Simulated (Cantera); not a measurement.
Feed: 1 mol Si3N4, a varied amount of N2O, 38 mol N2, 0.0018 mol O2, equilibrated at 1925 K and 210 Torr.

Method: chemical equilibrium by Gibbs-energy minimisation in Cantera with the NASA 1993 tables (ideal gas, pure condensed phases). Candidate condensed phases: Si, SiO2, Si2N2O, Si3N4; 16 gas species. Mutual solubility and eutectic melting of coexisting phases are not modelled. Rates play no part.

x: gas mole fraction; n: condensed amount in mol.

```csv
n(N2O) (mol),x N2,x SiO,x Si,x SiN,x Si2N,x Si2,n Si3N4(s),n Si2N2O(s)
0.068,0.998,0.00187,2.20e-5,3.65e-6,1.83e-6,6.72e-8,0.976,0
0.11,0.997,0.00297,2.21e-5,3.66e-6,1.83e-6,6.73e-8,0.962,0
0.16,0.996,0.00426,2.21e-5,3.66e-6,1.83e-6,6.74e-8,0.945,0
0.25,0.996,0.00439,2.21e-5,3.66e-6,1.83e-6,6.74e-8,0.887,0.0843
0.39,0.996,0.00439,2.21e-5,3.66e-6,1.83e-6,6.74e-8,___,___
0.6,0.996,0.00439,2.21e-5,3.66e-6,1.83e-6,6.74e-8,___,___
0.93,0.996,0.00439,2.21e-5,3.66e-6,1.83e-6,6.74e-8,0.435,0.760
1.4,0.996,0.00439,2.21e-5,3.66e-6,1.83e-6,6.74e-8,0.123,1.23
```

**Question.** Some entries are withheld; supply them.

**Answer.** 
- 0.39, n Si3N4(s): 0.794
- 0.39, n Si2N2O(s): 0.223
- 0.6, n Si3N4(s): 0.654
- 0.6, n Si2N2O(s): 0.432
